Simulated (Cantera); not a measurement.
A Cantera script and its output.

```python
import numpy as np
import cantera as ct

gas = ct.Solution("h2o2.yaml")
gas.TPX = 1000, 500000, {'H2': 1, 'O2': 0.758, 'N2': 2.85}
reactor = ct.IdealGasReactor(gas, energy="on", clone=False)
net = ct.ReactorNet([reactor])
net.rtol, net.atol = 1e-08, 1e-16
show = ['H2', 'O2', 'OH', 'H', 'H2O2', 'HO2']
times = np.geomspace(1e-06, 7, 14)

steps = ct.SolutionArray(gas, extra=["t"])
rows = []
print(f"{'t/s':>10s}{'T/K':>9s}{'P/Pa':>11s}" + "".join(f"{s:>11s}" for s in show))
for t in times:
    while net.time < t:
        t_next = net.step()
        steps.append(gas.state, t=t_next)
    rows.append([np.interp(t, steps.t, y) for y in (steps.T, steps.P, *steps(*show).X.T)])
    print(f"{t:10.3e}{rows[-1][0]:9.1f}{rows[-1][1]:11.4g}" + "".join(f"{x:11.3e}" for x in rows[-1][2:]))
rate = np.gradient(steps.T, steps.t)
print("integrator steps:", len(steps.t))
if steps.T.max() > steps.T[0] + 200:
    print(f"time of steepest temperature rise: {steps.t[rate.argmax()]:.4e} s")
gas.TPX = 1000, 500000, {'H2': 1, 'O2': 0.758, 'N2': 2.85}
gas.equilibrate("UV")
print(f"equilibrium (UV): T = {gas.T:.1f} K  " + "  ".join(f"{s} {gas[s].X[0]:.3e}" for s in show))
```

It prints:

```
       t/s      T/K       P/Pa         H2         O2         OH          H       H2O2        HO2
 1.000e-06   1000.0      5e+05  2.170e-01  1.645e-01  2.267e-12  4.660e-11  8.590e-14  2.280e-10
 3.362e-06   1000.0      5e+05  2.170e-01  1.645e-01  3.302e-12  5.872e-11  1.229e-12  9.462e-10
 1.130e-05   1000.0      5e+05  2.170e-01  1.645e-01  3.413e-12  6.032e-11  1.578e-11  3.463e-09
 3.799e-05   1000.0      5e+05  2.170e-01  1.645e-01  3.612e-12  6.366e-11  1.872e-10  1.199e-08
 1.277e-04   1000.0      5e+05  2.170e-01  1.645e-01  4.411e-12  7.577e-11  2.138e-09  4.136e-08
 4.293e-04   1000.0      5e+05  2.170e-01  1.645e-01  8.668e-12  1.280e-10  2.453e-08  1.516e-07
 1.443e-03   1000.0      5e+05  2.170e-01  1.645e-01  4.854e-11  5.146e-10  3.325e-07  8.011e-07
 4.851e-03   1000.4  5.002e+05  2.170e-01  1.645e-01  1.700e-09  1.213e-08  1.626e-05  1.195e-05
 1.631e-02   2756.1   1.24e+06  4.890e-03  5.903e-02  1.749e-02  1.399e-03  2.255e-06  2.853e-05
 5.482e-02   2756.1   1.24e+06  4.890e-03  5.903e-02  1.749e-02  1.399e-03  2.255e-06  2.853e-05
 1.843e-01   2756.1   1.24e+06  4.890e-03  5.903e-02  1.749e-02  1.399e-03  2.255e-06  2.853e-05
 6.194e-01   2756.1   1.24e+06  4.890e-03  5.903e-02  1.749e-02  1.399e-03  2.255e-06  2.853e-05
 2.082e+00   2756.1   1.24e+06  4.890e-03  5.903e-02  1.749e-02  1.399e-03  2.255e-06  2.853e-05
 7.000e+00   2756.1   1.24e+06  4.890e-03  5.903e-02  1.749e-02  1.399e-03  2.255e-06  2.853e-05
integrator steps: 1473
time of steepest temperature rise: 1.2206e-02 s
equilibrium (UV): T = 2756.1 K  H2 4.890e-03  O2 5.903e-02  OH 1.749e-02  H 1.399e-03  H2O2 2.255e-06  HO2 2.853e-05
```

Model: the H2/O2 subset of GRI-Mech 3.0, which has no nitrogen chemistry, integrated in Cantera. The hydrogen kinetics of GRI-Mech 3.0 are dated; newer H2 mechanisms differ, most at raised pressure.
